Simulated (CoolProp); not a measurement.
Vapour pressure (MPa) of carbon dioxide: the reference equation beside estimates from Tc = 31.0 °C, pc = 7.377 MPa, ω = 0.224. Clausius-Clapeyron is anchored at -27.55 °C with a constant enthalpy of vaporisation of 13.14 kJ/mol.

Values from CoolProp's reference Helmholtz-energy equation of state, Span 1996.

```
T (°C)  reference  Lee-Kesler  Clausius-Clapeyron  van der Waals  Soave-Redlich-Kwong  Peng-Robinson
------  ---------  ----------  ------------------  -------------  -------------------  -------------
-41.65     0.9448      0.9451               1.047          2.238               0.9466         0.9370
-38.85      1.048       1.048               1.136          2.370                1.050          1.039
-35.95      1.163       1.162               1.233          2.512                1.166          1.153
-33.15      1.282       1.281               1.333          2.654                1.286          1.271
-30.35      1.411           ?               1.438          2.801                1.416          1.399
-27.55      1.549       1.546               1.549          2.953                    ?          1.536
-24.65      1.702       1.698                   ?          3.116                1.710          1.688
-21.85          ?       1.855               1.792          3.279                1.869          1.845
-19.05      2.028       2.022               1.921          3.447                2.039          2.013
-16.25      2.207       2.200               2.056          3.620                2.221          2.193
-13.35      2.405       2.396               2.202          3.805                2.421          2.391
```

Q: What belongs in the gaps?

A: 
- -30.35, Lee-Kesler: 1.409
- -27.55, Soave-Redlich-Kwong: 1.555
- -24.65, Clausius-Clapeyron: 1.670
- -21.85, reference: 1.860

Absolute difference from the reference over all 11 rows, mean and median: Lee-Kesler 0.2 and 0.2 %, Clausius-Clapeyron 5.2 and 5.3 %, van der Waals 93.3 and 90.6 %, Soave-Redlich-Kwong 0.4 and 0.4 %, Peng-Robinson 0.8 and 0.8 %.
